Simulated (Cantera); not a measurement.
A closed system holds: 1 mol SiO2, 0.62 mol H2, held at 100000 Pa.

Cantera equilibrium calculation (NASA polynomials, part measured and part estimated; ideal gas, pure solids and liquids). Candidate condensed phases: H2O, Si, SiO2; 18 gas species. The tables hold silica as quartz up to 1696 K and as liquid above; real silica turns to tridymite and cristobalite and melts near 1996 K. Gases not in the tables: Si(OH)4. Rates play no part.

Question: Which condensed phases are stable at each of these points (T (°C)): 1600, 1700, 1800, 1900, 2000, 2100, 2200, 2300, 2400, 2500, 2600, 2700?

Answer: 
```json
[
 {"T (°C)": "1600", "condensed phases": "SiO2(condensed)", "Si condensed (%)": "99.8"},
 {"T (°C)": "1700", "condensed phases": "SiO2(condensed)", "Si condensed (%)": "99.6"},
 {"T (°C)": "1800", "condensed phases": "SiO2(l)", "Si condensed (%)": "99.1"},
 {"T (°C)": "1900", "condensed phases": "SiO2(l)", "Si condensed (%)": "98.2"},
 {"T (°C)": "2000", "condensed phases": "SiO2(l)", "Si condensed (%)": "96.6"},
 {"T (°C)": "2100", "condensed phases": "SiO2(l)", "Si condensed (%)": "94.0"},
 {"T (°C)": "2200", "condensed phases": "SiO2(l)", "Si condensed (%)": "90.1"},
 {"T (°C)": "2300", "condensed phases": "SiO2(l)", "Si condensed (%)": "84.3"},
 {"T (°C)": "2400", "condensed phases": "SiO2(l)", "Si condensed (%)": "76.6"},
 {"T (°C)": "2500", "condensed phases": "SiO2(l)", "Si condensed (%)": "67.2"},
 {"T (°C)": "2600", "condensed phases": "SiO2(l)", "Si condensed (%)": "56.4"},
 {"T (°C)": "2700", "condensed phases": "SiO2(l)", "Si condensed (%)": "40.0"}
]
```

From 1600 °C to 1700 °C the condensed part is SiO2(condensed). From 1800 °C to 2700 °C the condensed part is SiO2(l). The share of Si in condensed phases is highest at 1600 °C (99.8 %) and lowest at 2700 °C (40.0 %).
